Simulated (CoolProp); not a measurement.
Ethylene at 293.15 K and 11.8 MPa is throttled through a valve to 5.09 MPa with no heat exchange. Each further row changes one setting.

Model: reference Helmholtz-energy equation of state, Smukala 2000, in CoolProp.

| case | temperature change (K) | final phase | final density (kg/m³) |
|---|---|---|---|
| as stated | -12.5 | liquid | 308 |
| outlet pressure 1.53 MPa | -58.2 | two-phase, vapour fraction 0.481 | 55.0 |
| outlet pressure 6.62 MPa | -7.9 | supercritical | 327 |
